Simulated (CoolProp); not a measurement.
Ethylene along the isotherm 28.55 °C: density (kg/m³) from the reference equation and from simpler models built on Tc = 9.2 °C, pc = 5042 kPa, ω = 0.087; each cubic takes its own stable root.

Values from CoolProp's reference Helmholtz-energy equation of state, Smukala 2000.

| p (kPa) | phase | reference |
|---|---|---|
| 39.9 | gas | 0.4472 |
| 90.7 | gas | 1.019 |
| 206 | gas | 2.330 |
| 470 | gas | 5.397 |
| 1070 | gas | 12.74 |
| 2430 | gas | 31.80 |
| 5540 | supercritical | 103.9 |
| 12600 | supercritical | 349.1 |

Q: How far does each simpler model (ideal gas, Soave-Redlich-Kwong) lie from the reference over these 8 states: mean and median of the absolute difference, and the worst?

A: 
- ideal gas: mean 15.6 %, median 4.3 %, worst -59.6 % at 28.55 °C and 12600 kPa
- Soave-Redlich-Kwong: mean 1.4 %, median 0.0 %, worst -9.8 % at 28.55 °C and 12600 kPa
